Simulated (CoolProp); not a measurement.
Properties of R1336mzz(Z) along the isobar 39.2 bar (Tc = 444.5 K, pc = 29.04 bar, ω = 0.386).

Values from CoolProp's reference Helmholtz-energy equation of state, McLinden 2020.

```csv
T (K),phase,Joule-Thomson coefficient (K/MPa),isothermal compressibility (1/MPa)
195.4,liquid,-0.4571,0.0007867
201.5,liquid,-0.4472,0.0008320
207.5,liquid,-0.4376,0.0008796
213.5,liquid,-0.4281,0.0009307
219.6,liquid,-0.4186,0.0009863
225.6,liquid,-0.4091,0.001045
231.6,liquid,-0.3997,0.001108
237.7,liquid,-0.3900,0.001177
243.7,liquid,-0.3803,0.001250
249.8,liquid,-0.3703,0.001330
255.8,liquid,-0.3603,0.001415
261.8,liquid,-0.3500,0.001508
267.9,liquid,-0.3391,0.001610
```
